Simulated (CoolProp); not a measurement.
The fluid at 474.1 K and 0.141 MPa flows at 0.4 m/s in a round tube of 12.7 mm bore and 45 µm roughness, fully developed (64/Re and Nu = 3.66 if laminar; Colebrook and Gnielinski if turbulent). The same conditions are run with several fluids, on thermodynamics alone (safety and materials aside).

Values from CoolProp's reference Helmholtz-energy equation of state of each fluid (ammonia: Gao 2020; carbon dioxide: Span 1996; R11: Jacobsen 1992; water: Wagner 2002; sulfur hexafluoride: Guder 2009).

```json
[
 {"fluid": "ammonia", "Reynolds number": "184", "Darcy friction factor": "0.348", "pressure drop (Pa/m)": "1.34", "heat-transfer coefficient (W/(m² K))": "14.1", "mass flow (kg/h)": "0.111"},
 {"fluid": "carbon dioxide", "Reynolds number": "350", "Darcy friction factor": "0.183", "pressure drop (Pa/m)": "1.81", "heat-transfer coefficient (W/(m² K))": "8.87", "mass flow (kg/h)": "0.288"},
 {"fluid": "R11", "Reynolds number": "1540", "Darcy friction factor": "0.0416", "pressure drop (Pa/m)": "1.30", "heat-transfer coefficient (W/(m² K))": "4.55", "mass flow (kg/h)": "0.906"},
 {"fluid": "water", "Reynolds number": "203", "Darcy friction factor": "0.315", "pressure drop (Pa/m)": "1.29", "heat-transfer coefficient (W/(m² K))": "9.70", "mass flow (kg/h)": "0.118"},
 {"fluid": "sulfur hexafluoride", "Reynolds number": "1170", "Darcy friction factor": "0.0548", "pressure drop (Pa/m)": "1.81", "heat-transfer coefficient (W/(m² K))": "7.47", "mass flow (kg/h)": "0.956"}
]
```

Transport values come from each fluid's own correlations; those of R11 are estimates that may be off by 10 % or more.
